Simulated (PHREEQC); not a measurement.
# Hard or scaling water: an equilibrium model

A solution holds 0.089 mmol/kgw CaSO4, 8.6 mmol/kgw CO2 and 0.1 mmol/kgw H4SiO4, at 20 °C. Closed to the air; pH follows from the charge balance.

Computed with PHREEQC (ion-association model, phreeqc.dat).

Each row changes one thing in this solution. No solid was allowed to form.

| case | pH | ionic strength (mol/kgw) | HCO3- (mol/kgw) | (CO2)2 (mol/kgw) | H3SiO4- (mol/kgw) | CO3-2 (mol/kgw) | SI of Quartz (SiO2) |
|---|---|---|---|---|---|---|---|
| as made | 4.23 | 0.000412 | 6.11e-5 | 1.13e-6 | 2.12e-10 | 4.64e-11 | +0.06 |
| CaSO4 left out | 4.22 | 6.01e-5 | 6.01e-5 | 1.13e-6 | 2.09e-10 | 4.36e-11 | +0.06 |
| temperature from 20 to 40 °C | 4.18 | 0.000417 | 6.75e-5 | 2.10e-6 | 3.72e-10 | 6.66e-11 | ___ |
| H4SiO4 from 0.0001 to 9e-05 mol/kgw | 4.23 | 0.000412 | 6.11e-5 | 1.13e-6 | 1.91e-10 | 4.64e-11 | ___ |
| CO2 from 0.0086 to 0.00172 mol/kgw | 4.58 | 0.000378 | 2.72e-5 | 4.44e-8 | 4.76e-10 | 4.62e-11 | +0.06 |

**Question.** What belongs in the gaps?

**Answer.** 
- temperature from 20 to 40 °C, SI of Quartz (SiO2): -0.23
- H4SiO4 from 0.0001 to 9e-05 mol/kgw, SI of Quartz (SiO2): +0.01

Complexes and solids missing from the database can't appear. Some of these states are supersaturated (in Quartz (slow to form), for instance). Away from 25 °C the constants follow the database's enthalpies or fits; those with neither stay at their 25 °C values.
